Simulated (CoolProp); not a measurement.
The fluid at 343.12 K and 0.427 MPa is compressed adiabatically to 2.7 MPa with isentropic efficiency 0.9. The same conditions are run with several fluids, on thermodynamics alone (safety and materials aside).

Computed with CoolProp (reference Helmholtz-energy equation of state of each fluid (cis-2-butene: Lemmon 2005; sulfur dioxide: Gao 2016; propylene: Lemmon 2013; n-perfluorobutane: Gao 2022; dimethyl ether: Wu 2011)).

```json
[
 {"fluid": "cis-2-butene", "work (kJ/kg)": "94.7", "final temperature (K)": "426.2", "final phase": "gas", "final density (kg/m³)": "___"},
 {"fluid": "sulfur dioxide", "work (kJ/kg)": "104", "final temperature (K)": "507.8", "final phase": "gas", "final density (kg/m³)": "44.0"},
 {"fluid": "propylene", "work (kJ/kg)": "___", "final temperature (K)": "434.4", "final phase": "gas", "final density (kg/m³)": "35.8"},
 {"fluid": "n-perfluorobutane", "work (kJ/kg)": "18.5", "final temperature (K)": "397.4", "final phase": "supercritical", "final density (kg/m³)": "478"},
 {"fluid": "dimethyl ether", "work (kJ/kg)": "129", "final temperature (K)": "___", "final phase": "gas", "final density (kg/m³)": "40.3"}
]
```

Some entries are withheld; supply them.


- cis-2-butene, final density (kg/m³): 61.6
- propylene, work (kJ/kg): 143
- dimethyl ether, final temperature (K): 435.7
